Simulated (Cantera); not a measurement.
# Chemical vapour transport: B + HCl + O2

Feed: 1 mol B, 0.61 mol HCl, a varied amount of O2, held at 1573 K and 3300 Torr.

Equilibrium computed with Cantera from the NASA thermochemical tables; the gas is ideal and each condensed phase is pure. Candidate condensed phases: B, B2O3, B3O3H3, H2O; 33 gas species. Mutual solubility and eutectic melting of coexisting phases are not modelled. The tables' values for BOCl, BCl2, BCl are old estimates; treat these amounts as uncertain. Gases not in the tables: BHCl2. The numbers say what is thermodynamically allowed, not how fast it happens.

```csv
n(O2) (mol),x H2,x BCl3,x HCl,x B3O3Cl3,x B3O3H3,n B(s),n B2O3(l)
0.023,0.442,0.269,0.257,0.0267,0.00116,0.810,0
0.03,0.443,0.261,0.255,0.0350,0.00157,0.800,0
0.038,0.444,0.253,0.252,0.0444,0.00207,0.789,0
0.05,0.445,0.240,0.248,0.0586,0.00288,0.772,0
0.065,0.446,0.225,0.243,0.0763,0.00402,0.750,0
0.085,0.447,0.222,0.242,0.0796,0.00425,0.723,0.0114
0.11,0.447,0.222,0.242,0.0796,0.00425,0.690,0.0281
0.14,0.447,0.222,0.242,0.0796,0.00425,0.650,0.0481
0.19,0.447,0.222,0.242,0.0796,0.00425,0.583,0.0814
```
x: gas mole fraction; n: condensed amount in mol.

From 0.023 mol O2 to 0.065 mol O2 the condensed part is B(s). From 0.085 mol O2 to 0.19 mol O2 the condensed part is B(s) + B2O3(l). The main B-bearing gas is BCl3 at 0.023 mol O2 and B3O3Cl3 at 0.19 mol O2.
